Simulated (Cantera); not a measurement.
Input: 1 mol Zr, 12 mol N2O, 32 mol H2, at 101000 Pa.

Equilibrium computed with Cantera from the NASA thermochemical tables; the gas is ideal and each condensed phase is pure. Candidate condensed phases: H2O, Zr, ZrN, ZrO2; 28 gas species. Rates play no part.

Q: At 1852 °C, list the 4 most abundant gas species with their mole fractions, and the condensed phases.

A: H2 0.498, N2 0.272, H2O 0.227, H 0.00255. Condensed: ZrO2(tetragonal).
